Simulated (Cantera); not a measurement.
Standard-state values (1 bar) from the NASA 1993 polynomials, evaluated with Cantera. Values are per mole of reaction as written; species without (g) are pure solids or liquids, kept so even where they would boil at 1 bar.

**Question.** Between 300 and 2048 K, where is each reaction favourable under standard conditions?
- 4 HF(g) + S₂(g) → 2 F₂(g) + 2 H₂S(g)
- 3 F₂(g) + H₂S(g) → 2 HF(g) + SF₄(g)

**Answer.** 
- 4 HF(g) + S₂(g) → 2 F₂(g) + 2 H₂S(g): ΔG° is 953 kJ at 300 K and 1147 kJ at 2048 K; it stays positive (K < 1). ΔH° is 930 kJ and ΔS° -106 J/K at 2048 K.
- 3 F₂(g) + H₂S(g) → 2 HF(g) + SF₄(g): ΔG° is -1238 kJ at 300 K and -967 kJ at 2048 K; it stays negative (K > 1). ΔH° is -1276 kJ and ΔS° -151 J/K at 2048 K.
